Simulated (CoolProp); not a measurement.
Chloromethane (R40) at several states: fugacity coefficient from the reference equation and from simpler models built on Tc = 418.6 K, pc = 6929 kPa, ω = 0.150; each cubic takes its own stable root.

The numbers come from the reference Helmholtz-energy equation of state, Thol 2014 in CoolProp.

| T (K) | p (kPa) | phase | reference |
|---|---|---|---|
| 366.7 | 10800 | liquid | 0.2422 |
| 338.9 | 1350 | gas | 0.8559 |
| 249.4 | 12 | gas | 0.9961 |

Task: How far does each simpler model (van der Waals, Redlich-Kwong, Soave-Redlich-Kwong, Peng-Robinson) lie from the reference over these 3 states: mean and median of the absolute difference, and the worst?

Result: 
- van der Waals: mean 17.3 %, median 5.7 %, worst +46.0 % at 366.7 K and 10800 kPa
- Redlich-Kwong: mean 5.3 %, median 2.9 %, worst +12.9 % at 366.7 K and 10800 kPa
- Soave-Redlich-Kwong: mean 2.7 %, median 2.4 %, worst +5.6 % at 366.7 K and 10800 kPa
- Peng-Robinson: mean 0.8 %, median 0.8 %, worst +1.5 % at 338.9 K and 1350 kPa
